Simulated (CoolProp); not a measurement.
R245ca along the isobar 10 MPa: fugacity coefficient from the reference equation and from simpler models built on Tc = 174.4 °C, pc = 3.941 MPa, ω = 0.355; each cubic takes its own stable root.

Computed with CoolProp (reference Helmholtz-energy equation of state, Zhou 2016).

| T (°C) | phase | reference |
|---|---|---|
| 58.85 | liquid | 0.04169 |
| 67.25 | liquid | 0.05210 |
| 75.75 | liquid | 0.06430 |
| 84.15 | liquid | 0.07808 |
| 92.55 | liquid | 0.09361 |
| 101.05 | liquid | 0.1111 |
| 109.45 | liquid | 0.1302 |
| 117.85 | liquid | 0.1511 |
| 126.25 | liquid | 0.1736 |
| 134.75 | liquid | 0.1981 |
| 143.15 | liquid | 0.2237 |
| 151.55 | liquid | 0.2508 |
| 159.95 | liquid | 0.2790 |
| 168.45 | liquid | 0.3086 |
| 176.85 | supercritical | 0.3387 |

Question: How far does each simpler model (Soave-Redlich-Kwong, Peng-Robinson) lie from the reference over these 15 states: mean and median of the absolute difference, and the worst?

Answer: 
- Soave-Redlich-Kwong: mean 5.7 %, median 6.1 %, worst +6.4 % at 151.55 °C and 10 MPa
- Peng-Robinson: mean 0.6 %, median 0.5 %, worst -1.4 % at 58.85 °C and 10 MPa
